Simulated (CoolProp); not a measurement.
Octamethylcyclotetrasiloxane (D4) at several states: Z from the reference equation and from simpler models built on Tc = 313.4 °C, pc = 1347 kPa, ω = 0.598; each cubic takes its own stable root.

Values from CoolProp's reference Helmholtz-energy equation of state, Thol 2015.

```tsv
T (°C)	p (kPa)	phase	reference	van der Waals	Redlich-Kwong	Soave-Redlich-Kwong	Peng-Robinson
129.95	4500	liquid	0.4741	0.7751	0.5483	0.5165	0.4594
43.65	168	liquid	0.02035	0.03599	0.02432	0.02290	0.02039
73.35	2630	liquid	0.3008	0.5136	0.3543	0.3341	0.2974
324.85	66.4	gas	0.9837	0.9859	0.9840	0.9843	0.9825
124.95	125	liquid	0.01345	0.9271	0.01615	0.01482	0.01314
```

At some of these states van der Waals gives the other phase, because its saturation line lies elsewhere.
